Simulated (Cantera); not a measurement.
**Low-pressure radical oxidation in H2/O2**

An isothermal, constant-pressure homogeneous reactor starts with H2 : O2 = 0.024 : 1 (molar parts), equivalence ratio 0.012, at 1323 K and 7.20 Torr.

Computed with Cantera and the H2/O2 subset of GRI-Mech 3.0, which has no nitrogen chemistry. Radical loss at walls, strong at low pressure, is not modelled.

```
t (s)         x H2   x O2    x H2O    x H2O2       x H
--------  --------  -----  -------  --------  --------
0.000400    0.0234  0.977  6.94e-8  3.52e-11   2.45e-8
0.00114     0.0234  0.977  2.71e-6  2.70e-10   5.03e-7
0.00325     0.0144  0.969  0.00676   4.11e-8   0.00123
0.00928   0.000207  0.956   0.0212   2.33e-8   0.00165
0.0265    0.000194  0.957   0.0213   2.31e-8   0.00149
0.0755    0.000163  0.960   0.0217   2.25e-8   0.00114
0.215     0.000105  0.966   0.0223   2.04e-8  0.000575
0.615      4.17e-5  0.972   0.0230   1.53e-8  0.000140
1.75       9.67e-6  0.975   0.0234   8.02e-9   1.54e-5
5.00       1.72e-6  0.976   0.0236   2.95e-9   1.15e-6
```
x: mole fraction; the columns are a selection and need not sum to one.

Equilibrium at this temperature and pressure: H2 3.19e-8, O2 0.976, H2O 0.0237, H2O2 1.50e-10, H 2.91e-9 (gas phase only).
